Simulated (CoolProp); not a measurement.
Values from CoolProp's reference Helmholtz-energy equation of state, Thol 2021.

Give the vapour pressure (kPa), liquid density (kg/m³), vapour density (kg/m³), enthalpy of vaporisation (kJ/kg) of saturated chlorine at -70.35, 5.05 °C.


```
T (°C)  p (kPa)  liquid density (kg/m³)  vapour density (kg/m³)  enthalpy of vaporisation (kJ/kg)
------  -------  ----------------------  ----------------------  --------------------------------
-70.35     14.7                    1660                   0.621                               307
5.05        433                    1450                    14.3                               263
```
